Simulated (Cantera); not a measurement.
## SiH₂Cl₂ + H₂O (silicon oxide and oxynitride deposition)

Charge: 1 mol SiH₂Cl₂, 8 mol H₂O, held at 53000 Pa.

Cantera equilibrium calculation (NASA polynomials, part measured and part estimated; ideal gas, pure solids and liquids). Candidate condensed phases: H₂O, Si, SiO₂; 30 gas species. The tables hold silica as quartz up to 1696 K and as liquid above; real silica turns to tridymite and cristobalite and melts near 1996 K. Gases not in the tables: Si(OH)₄. The numbers say what is thermodynamically allowed, not how fast it happens.

At 798 K the condensed part is SiO₂(α-quartz). From 848 K to 1448 K the condensed part is SiO₂(β-quartz).

```
T (K)  x H₂O  x HCl   x H₂       x H      x Cl      x OH  n SiO₂(α-quartz)  n SiO₂(β-quartz)
-----  -----  -----  -----  --------  --------  --------  ----------------  ----------------
798    0.600  0.200  0.200  1.64e-12  1.70e-12    <1e-12              1.00                 0
848    0.600  0.200  0.200  1.17e-11  1.17e-11    <1e-12                 0              1.00
898    0.600  0.200  0.200  6.72e-11  6.57e-11    <1e-12                 0              1.00
948    0.600  0.200  0.200  3.22e-10  3.07e-10  1.40e-12                 0              1.00
998    0.600  0.200  0.200   1.32e-9   1.23e-9  8.63e-12                 0              1.00
1048   0.600  0.200  0.200   4.75e-9   4.33e-9  4.48e-11                 0              1.00
1098   0.600  0.200  0.200   1.52e-8   1.36e-8  2.01e-10                 0              1.00
1148   0.600  0.200  0.200   4.40e-8   3.88e-8  7.89e-10                 0              1.00
1198   0.600  0.200  0.200   1.17e-7   1.01e-7   2.77e-9                 0              1.00
1248   0.600  0.200  0.200   2.87e-7   2.45e-7   8.79e-9                 0              1.00
1298   0.600  0.200  0.200   6.58e-7   5.56e-7   2.56e-8                 0              1.00
1348   0.600  0.200  0.200   1.42e-6   1.18e-6   6.87e-8                 0              1.00
1398   0.600  0.200  0.200   2.91e-6   2.39e-6   1.72e-7                 0              1.00
1448   0.600  0.200  0.200   5.66e-6   4.61e-6   4.04e-7                 0              1.00
```
x: gas mole fraction; n: condensed amount in mol.
